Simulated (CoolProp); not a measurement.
p-xylene at several states: Z from the reference equation and from simpler models built on Tc = 616.2 K, pc = 3.532 MPa, ω = 0.324; each cubic takes its own stable root.

The numbers come from the reference Helmholtz-energy equation of state, Zhou 2012 in CoolProp.

```json
[
 {"T (K)": "402.5", "p (MPa)": "0.223", "phase": "liquid", "reference": "0.009283"},
 {"T (K)": "540.4", "p (MPa)": "11.7", "phase": "liquid", "reference": "0.4281"},
 {"T (K)": "413.7", "p (MPa)": "1.31", "phase": "liquid", "reference": "0.05371"}
]
```

### Question
How far does each simpler model (van der Waals, Redlich-Kwong, Soave-Redlich-Kwong) lie from the reference over these 3 states: mean and median of the absolute difference, and the worst?

### Answer
- van der Waals: mean 3410.9 %, median 74.6 %, worst +10101.4 % at 402.5 K and 0.223 MPa
- Redlich-Kwong: mean 19.1 %, median 20.0 %, worst +20.1 % at 402.5 K and 0.223 MPa
- Soave-Redlich-Kwong: mean 14.4 %, median 14.6 %, worst +14.6 % at 402.5 K and 0.223 MPa

At some of these states van der Waals gives the other phase, because its saturation line lies elsewhere.
